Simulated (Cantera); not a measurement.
**Transport properties of process gases**

Gas mixture: N2O : N2 = 0.61 : 0.18 (molar parts), at 1330 Pa, frozen composition.

Cantera's kinetic-theory transport with the Lennard-Jones parameters of GRI-Mech 3.0, ideal gas; thermal conductivity in the mixture-averaged form. The composition is frozen, though it would react at the higher temperatures.

```tsv
T (K)	ρ (kg/m³)	cp (J/kg/K)	μ (µPa s)	λ (mW/m/K)	Pr	D (cm²/s) NO	D (cm²/s) C2H2	D (cm²/s) H2
400	0.0162	982.4	20.0	27.0	0.728	20.8	17.0	84.9
650	0.00996	1120	29.6	45.2	0.732	48.4	40.7	193
900	0.00719	1214	37.5	61.9	0.736	84.1	71.6	333
1150	0.00563	1271	44.5	77.1	0.734	127	109	501
1400	0.00462	1312	50.9	91.1	0.732	176	152	694
1650	0.00392	1343	56.7	104	0.732	232	200	912
1900	0.00341	1367	62.3	116	0.731	293	253	1150
```
D: mixture-averaged diffusion coefficient of that species in the mixture.
